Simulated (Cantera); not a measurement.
**Silicon carbide growth: CH3SiH3 + C2H4 + H2 + CH4**

Charge: 1 mol CH3SiH3, 1.4 mol C2H4, 7.7 mol H2, 0.29 mol CH4, equilibrated at 100 Torr.

These are equilibrium values from Cantera (NASA tables, ideal gas, pure condensed phases), not measurements of a reactor. Candidate condensed phases: C, C6H6, C7H8, C8H18, Si, SiC; 87 gas species. The feed counts by its element totals alone. Gases not in the tables: Si2H6 and higher silanes. Kinetics and transport are ignored.

```json
[
 {"T (°C)": "1752", "log p H2": "-0.88", "log p H": "-3.15", "log p Si": "-5.46", "log p C2H2 (acetylene)": "-3.92", "log p SiC2": "-6.79", "log p Si2C": "-6.97", "log p SiH": "-6.09", "log p SiH2": "-6.01", "n C(graphite)": "3.06", "n SiC(s)": "0.999"},
 {"T (°C)": "1802", "log p H2": "-0.88", "log p H": "-3.01", "log p Si": "-5.14", "log p C2H2 (acetylene)": "-3.79", "log p SiC2": "-6.37", "log p Si2C": "-6.57", "log p SiH": "-5.82", "log p SiH2": "-5.82", "n C(graphite)": "3.06", "n SiC(s)": "0.999"},
 {"T (°C)": "1852", "log p H2": "-0.88", "log p H": "-2.88", "log p Si": "-4.83", "log p C2H2 (acetylene)": "-3.66", "log p SiC2": "-5.98", "log p Si2C": "-6.18", "log p SiH": "-5.56", "log p SiH2": "-5.64", "n C(graphite)": "3.04", "n SiC(s)": "0.998"},
 {"T (°C)": "1902", "log p H2": "-0.88", "log p H": "-2.75", "log p Si": "-4.54", "log p C2H2 (acetylene)": "-3.53", "log p SiC2": "-5.60", "log p Si2C": "-5.81", "log p SiH": "-5.32", "log p SiH2": "-5.46", "n C(graphite)": "3.03", "n SiC(s)": "0.995"},
 {"T (°C)": "1952", "log p H2": "-0.88", "log p H": "-2.63", "log p Si": "-4.27", "log p C2H2 (acetylene)": "-3.42", "log p SiC2": "-5.24", "log p Si2C": "-5.46", "log p SiH": "-5.08", "log p SiH2": "-5.30", "n C(graphite)": "3.01", "n SiC(s)": "0.991"},
 {"T (°C)": "2002", "log p H2": "-0.89", "log p H": "-2.51", "log p Si": "-4.00", "log p C2H2 (acetylene)": "-3.31", "log p SiC2": "-4.90", "log p Si2C": "-5.13", "log p SiH": "-4.86", "log p SiH2": "-5.14", "n C(graphite)": "3.00", "n SiC(s)": "0.984"},
 {"T (°C)": "2052", "log p H2": "-0.89", "log p H": "-2.40", "log p Si": "-3.75", "log p C2H2 (acetylene)": "-3.20", "log p SiC2": "-4.57", "log p Si2C": "-4.81", "log p SiH": "-4.65", "log p SiH2": "-4.99", "n C(graphite)": "2.98", "n SiC(s)": "0.971"},
 {"T (°C)": "2102", "log p H2": "-0.90", "log p H": "-2.30", "log p Si": "-3.51", "log p C2H2 (acetylene)": "-3.10", "log p SiC2": "-4.26", "log p Si2C": "-4.50", "log p SiH": "-4.45", "log p SiH2": "-4.85", "n C(graphite)": "2.95", "n SiC(s)": "0.948"},
 {"T (°C)": "2152", "log p H2": "-0.90", "log p H": "-2.20", "log p Si": "-3.27", "log p C2H2 (acetylene)": "-3.01", "log p SiC2": "-3.96", "log p Si2C": "-4.21", "log p SiH": "-4.25", "log p SiH2": "-4.71", "n C(graphite)": "2.94", "n SiC(s)": "0.908"},
 {"T (°C)": "2202", "log p H2": "-0.91", "log p H": "-2.10", "log p Si": "-3.05", "log p C2H2 (acetylene)": "-2.92", "log p SiC2": "-3.67", "log p Si2C": "-3.92", "log p SiH": "-4.07", "log p SiH2": "-4.59", "n C(graphite)": "2.92", "n SiC(s)": "0.839"},
 {"T (°C)": "2252", "log p H2": "-0.92", "log p H": "-2.01", "log p Si": "-2.84", "log p C2H2 (acetylene)": "-2.84", "log p SiC2": "-3.39", "log p Si2C": "-3.66", "log p SiH": "-3.89", "log p SiH2": "-4.47", "n C(graphite)": "2.92", "n SiC(s)": "0.723"},
 {"T (°C)": "2302", "log p H2": "-0.94", "log p H": "-1.93", "log p Si": "-2.63", "log p C2H2 (acetylene)": "-2.77", "log p SiC2": "-3.13", "log p Si2C": "-3.40", "log p SiH": "-3.73", "log p SiH2": "-4.36", "n C(graphite)": "2.95", "n SiC(s)": "0.528"}
]
```
log p: log10 of the partial pressure in bar; n: condensed amount in mol.

From 1752 °C to 2302 °C the condensed part is C(graphite) + SiC(s). The main Si-bearing gas is Si throughout.
